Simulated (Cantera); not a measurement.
Feed: 1 mol V, 1.7 mol H2O, held at 2275 K and 1.00 Torr.

These are equilibrium values from Cantera (NASA tables, ideal gas, pure condensed phases), not measurements of a reactor. Candidate condensed phases: H2O, V, VO, V2O3, V2O4, V2O5; 12 gas species. VO: taken at fixed stoichiometry. The numbers say what is thermodynamically allowed, not how fast it happens.

Base state: H2 0.524, VO2 0.235, H 0.168, VO 0.0443, H2O 0.0259, OH 0.00130, V 0.00105, O 0.000286 (mole fractions); condensed: VO(l).

**Question.** What changes in the equilibrium state with this change: temperature from 2275 K to 2725 K?

**Answer.** 
| species | before | after |
|---|---|---|
| H | 0.168 | 0.596 |
| VO2 | 0.235 | 0.154 |
| H2 | 0.524 | 0.121 |
| O | 0.000286 | 0.0198 |
| H2O | 0.0259 | 0.00495 |
| VO | 0.0443 | 0.0885 |
| O2 | 5.92e-6 | 0.000326 |
| V | 0.00105 | 0.00936 |
| OH | 0.00130 | 0.00637 |
| VO(l), mol | 0.250 | 0 |

**Question.** What changes in the equilibrium state with this change: temperature from 2275 K to 973 K?

**Answer.** 
| species | before | after |
|---|---|---|
| H2 | 0.524 | 0.882 |
| H2O | 0.0259 | 0.118 |
| H | 0.168 | 2.78e-8 |
| VO2 | 0.235 | <1e-9 |
| VO | 0.0443 | <1e-9 |
| OH | 0.00130 | <1e-9 |
| V | 0.00105 | <1e-9 |
| O | 0.000286 | <1e-9 |
| VO(l), mol | 0.250 | 0 |
| V2O3(s), mol | 0 | 0.500 |
Condensed phases not in the tables: the oxides between V2O3 and V2O5 other than VO2.
